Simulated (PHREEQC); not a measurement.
Make-up at 50 °C: 0.029 mol/kgw HF, 0.0097 mol/kgw KF, 0.0013 mol/kgw (NH4)2SiF6 and 0.00062 mol/kgw H2SO4. Closed to the air; pH follows from the charge balance.

Computed with PHREEQC (ion-association model, phreeqc.dat).

| Quantity | Result |
|---|---|
| pH | 2.84 |
| ionic strength | 0.0157 mol/kgw |
| total alkalinity | -35.4 meq/kg |

```
species  molality  activity   log γ
-------  --------  --------  ------
HF         0.0275    0.0276   0.002
K+        0.00967   0.00846  -0.058
F-        0.00908   0.00794  -0.058
NH4+      0.00259   0.00225  -0.061
H+        0.00162   0.00144  -0.049
SiF6-2    0.00130  0.000781  -0.222
HF2-      0.00108  0.000949  -0.057
SO4-2    0.000494  0.000296  -0.222
HSO4-     8.60e-5   7.55e-5  -0.057
KSO4-     2.99e-5   2.63e-5  -0.055
NH4SO4-   9.81e-6   8.60e-6  -0.057
NH3       4.49e-9   4.51e-9   0.002
H4SiO4    3.93e-9   3.94e-9   0.002
```

No solid was allowed to form. Complexes and solids missing from the database can't appear. Constants without temperature data keep their 25 °C values here. SiF6-2 is the database's only silicon fluoride.
